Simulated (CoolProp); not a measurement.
R404A along the isobar 3.34 MPa: Z from the reference equation and from simpler models built on Tc = 72.1 °C, pc = 3.735 MPa, ω = 0.293; each cubic takes its own stable root.

Computed with CoolProp (reference Helmholtz-energy equation of state, Lemmon 2003). It is a pseudo-pure fit of the blend.

| T (°C) | phase | reference | van der Waals | Redlich-Kwong | Soave-Redlich-Kwong | Peng-Robinson |
|---|---|---|---|---|---|---|
| 18.95 | liquid | 0.1229 | 0.2080 | 0.1508 | 0.1434 | 0.1267 |
| 39.75 | liquid | 0.1263 | 0.2140 | 0.1595 | 0.1516 | 0.1342 |
| 81.35 | gas | 0.6140 | 0.6512 | 0.6277 | 0.6385 | 0.6110 |
| 102.15 | gas | 0.7179 | 0.7248 | 0.7165 | 0.7380 | 0.7118 |
| 122.95 | gas | 0.7813 | 0.7735 | 0.7731 | 0.8000 | 0.7751 |
| 143.65 | gas | 0.8256 | 0.8093 | 0.8136 | 0.8438 | 0.8202 |
| 164.45 | gas | 0.8589 | 0.8372 | 0.8446 | 0.8769 | 0.8546 |
| 185.25 | gas | 0.8847 | 0.8596 | 0.8690 | 0.9026 | 0.8814 |
| 206.05 | gas | 0.9053 | 0.8779 | 0.8887 | 0.9230 | 0.9030 |
| 226.85 | gas | 0.9219 | 0.8932 | 0.9048 | 0.9394 | 0.9205 |
